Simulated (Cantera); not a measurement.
A closed system holds: 1 mol SiH2Cl2, 0.23 mol N2, equilibrated at 975 K and 19.0 Pa.

Cantera equilibrium calculation (NASA polynomials, part measured and part estimated; ideal gas, pure solids and liquids). Candidate condensed phases: NH4Cl, Si, Si3N4; 28 gas species. N2 is the only nitrogen source here; it is nearly inert below about 1500 K, so the nitride shown seldom forms there in practice. The tables' values for SiCl3 are old estimates; treat these amounts as uncertain. Equilibrium is a limit: real reactors are often held back by kinetics, nucleation or transport.

Base state: H2 0.599, SiCl4 0.275, HCl 0.0826, SiCl2 0.0184, SiCl3 0.0134, SiHCl3 0.0114, SiH2Cl2 4.95e-5 (mole fractions); condensed: Si(s) + Si3N4(s).

### Question
What changes in the equilibrium state with this change: N2 from 0.23 to 66 mol?

### Answer
```
species         before    after
-------------  -------  -------
N2             2.72e-8    0.972
HCl             0.0826   0.0248
H2               0.599  0.00246
SiCl4            0.275  0.00122
SiHCl3          0.0114  6.92e-7
SiCl2           0.0184  3.72e-6
SiCl3           0.0134  1.27e-5
SiH2Cl2        4.95e-5    <1e-9
Si(s), mol       0.163        0
Si3N4(s), mol    0.115    0.306
```
